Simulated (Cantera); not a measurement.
What does this Cantera script print?

```python
import numpy as np
import cantera as ct

gas_names = """
    C CH CH2 CH3 CH2OH CH3O CH4 CH3OH CO CO2 COOH C2 C2H CHCO,ketyl C2H2,acetylene C2H2,vinylidene
    CH2CO,ketene C2H3,vinyl CH3CO,acetyl C2H4 C2H4O,ethylen CH3CHO,ethanal CH3COOH (HCOOH)2 C2H5 C2H6
    CH3OCH3 C2H5OH C2O C3 C3H3,propargyl C3H4,allene C3H4,propyne C3H4,cyclo- C3H5,allyl C3H6,propylene
    C3H6,cyclo- C3H6O C3H7,n-propyl C3H7,i-propyl C3H8 C3H8O,1propanol C3H8O,2propanol C3O2 C4 C4H2
    C4H4,1,3-cyclo- C4H6,butadiene C4H6,2-butyne C4H6,cyclo- C4H8,1-butene C4H8,cis2-buten
    C4H8,tr2-butene C4H8,isobutene C4H8,cyclo- (CH3COOH)2 C4H9,n-butyl C4H9,i-butyl C4H9,s-butyl
    C4H9,t-butyl C4H10,isobutane C4H10,n-butane C5 C5H6,1,3cyclo- C5H8,cyclo- C5H10,1-pentene
    C5H10,cyclo- C5H11,pentyl C5H11,t-pentyl C5H12,n-pentane C5H12,i-pentane CH3C(CH3)2CH3 C6H2
    C6H5,phenyl C6H5O,phenoxy C6H6 C6H5OH,phenol C6H10,cyclo- C6H12,1-hexene C6H12,cyclo- C6H13,n-hexyl
    C7H7,benzyl C7H8 C7H8O,cresol C7H14,1-heptene C7H15,n-heptyl C7H16,n-heptane C8H8,styrene
    C8H10,ethylbenz C8H16,1-octene C8H17,n-octyl C8H18,isooctane C8H18,n-octane C9H19,n-nonyl
    C10H8,naphthale C10H21,n-decyl C12H9,o-bipheny C12H10,bipheny H HCO HO2 H2 HCHO,formaldehy HCOOH H2O
    H2O2 O OH O2 O3 Si SiC SiC2 SiC4H12 SiH SiH2 SiH3 SiH4 SiO SiO2 Si2 Si2C Si3
""".split()
cond_names = """
    C(gr) C6H6(L) C7H8(L) C8H18(L),n-octa H2O(s) H2O(L) Si(cr) Si(L) SiC(b) SiO2(Lqz) SiO2(hqz) SiO2(L)
""".split()


def load(file, names, dense=False):
    # The tables refer to 1 bar. Condensed volumes are neglected.
    table = {s.name: s for s in ct.Species.list_from_file(file)}
    out = []
    for n in names:
        d = dict(table[n].input_data)
        d["thermo"] = dict(d["thermo"], **{"reference-pressure": 1e5})
        if dense:
            d["equation-of-state"] = {"model": "constant-volume", "density": "1e6 g/cm^3"}
        out.append(ct.Species.from_dict(d))
    return out


gas = ct.Solution(thermo="ideal-gas", species=load("nasa_gas.yaml", gas_names))
cond = {s.name: ct.Solution(thermo="fixed-stoichiometry", species=[s], name=s.name)
        for s in load("nasa_condensed.yaml", cond_names, dense=True)}
atoms = {
    'Si': {'Si': 1},
    'CO2': {'C': 1, 'O': 2},
    'H2': {'H': 2},
}
top_T = {'C(gr)': 4500, 'SiC(b)': 3050}  # K; cautious upper limits of use, not melting points


def equilibrate(T, P, feed):
    n = {}
    for name, mol in feed.items():
        for a, k in atoms[name].items():
            n[a] = n.get(a, 0.0) + k * mol
    gas.TPX = T, P, n
    mass = sum(n.values()) * gas.mean_molecular_weight
    gas.equilibrate("TP")
    valid = [c for c in cond.values() if c.min_temp <= T <= top_T.get(c.name, c.max_temp)]
    mix = ct.Mixture([(gas, mass / gas.mean_molecular_weight)] + [(c, 0.0) for c in valid])
    mix.T, mix.P = T, P
    mix.equilibrate("TP", solver="vcs", rtol=1e-11, max_steps=5000)
    return mix


results = []
feed = {'Si': 1, 'CO2': 0.37, 'H2': 150}  # mol
T = 648.15  # K
P = 133.322  # Pa
mix = equilibrate(T, P, feed)
results.append((T, P, feed, dict(zip(mix.species_names, mix.species_moles))))
x = sorted(zip(gas.X, gas.species_names), reverse=True)
print(f"T = {T:g} K  P = {P:g} Pa  gas = {mix.phase_moles(0):.4g} mol")
print("   x: " + "  ".join(f"{s} {v:.3e}" for v, s in x if v > 1e-06))
print("   condensed (mol): " + ("  ".join(f"{mix.phase(i).name} {mix.phase_moles(i):.4g}"
      for i in range(1, mix.n_phases) if mix.phase_moles(i) > 1e-12) or "none"))
```

Output:

```
T = 648.15 K  P = 133.322 Pa  gas = 150 mol
   x: H2 1.000e+00
   condensed (mol): Si(cr) 0.26  SiC(b) 0.37  SiO2(Lqz) 0.37
```

Equilibrium computed with Cantera from the NASA thermochemical tables; the gas is ideal and each condensed phase is pure.
